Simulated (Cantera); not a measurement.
**Premixed flame**

A freely propagating, adiabatic, planar premixed flame of CO : H2 : CH4 : O2 : N2 : H2O : CO2 = 1 : 1.2 : 0.82 : 2.49 : 9.71 : 3.8 : 0.086 (molar parts), equivalence ratio 1.1, unburnt at 525 K and 100.0 Torr; mixture-averaged transport, grid criteria slope 0.08 and curve 0.16, no radiation.

Computed with Cantera and GRI-Mech 3.0 (53 species, 325 reactions). Burning velocities carry a grid error of a few per cent, more on coarse grids.

| z (mm) | T (K) | u (m/s) | x CO | x H2 | x CH4 | x O | x HCO | x C2H6 |
|---|---|---|---|---|---|---|---|---|
| -8.56 | 525 | 1.50 | 0.0523 | 0.0627 | 0.0429 | <1e-8 | <1e-8 | <1e-8 |
| -5.71 | 525 | 1.50 | 0.0524 | 0.0625 | 0.0429 | <1e-8 | <1e-8 | <1e-8 |
| -4.28 | 525 | 1.50 | 0.0524 | 0.0619 | 0.0430 | 1.77e-8 | <1e-8 | 1.86e-8 |
| -2.85 | 534 | 1.52 | 0.0525 | 0.0601 | 0.0429 | 5.04e-7 | <1e-8 | 1.32e-6 |
| -1.43 | 703 | 2.00 | 0.0533 | 0.0544 | 0.0389 | 2.77e-5 | 1.65e-7 | 6.04e-5 |
| -0.714 | 995 | 2.84 | 0.0581 | 0.0499 | 0.0274 | 0.000218 | 4.64e-6 | 0.000162 |
| 0 | 1342 | 3.85 | 0.0659 | 0.0429 | 0.00821 | 0.00124 | 3.33e-5 | 3.74e-5 |
| 0.714 | 1498 | 4.29 | 0.0600 | 0.0334 | 0.000707 | 0.00327 | 1.02e-5 | 2.49e-7 |
| 1.43 | 1546 | 4.41 | 0.0481 | 0.0295 | 3.06e-5 | 0.00410 | 6.66e-7 | <1e-8 |
| 2.85 | 1595 | 4.51 | 0.0339 | 0.0299 | 8.25e-8 | 0.00408 | 4.51e-8 | <1e-8 |
| 5.71 | 1654 | 4.65 | 0.0263 | 0.0305 | <1e-8 | 0.00359 | 2.79e-8 | <1e-8 |
| 11.4 | 1722 | 4.82 | 0.0247 | 0.0287 | <1e-8 | 0.00285 | 1.92e-8 | <1e-8 |
| 22.8 | 1798 | 5.00 | 0.0239 | 0.0257 | <1e-8 | 0.00202 | 1.19e-8 | <1e-8 |
x: mole fraction of selected species; z is measured from the peak of heat release.

```yaml
laminar_burning_velocity: 150 cm/s
thermal_thickness: 2.85 mm
peak x(O): 0.00418
peak x(HCO): 3.38e-5
peak x(C2H6): 0.000164
grid_points: 162
```
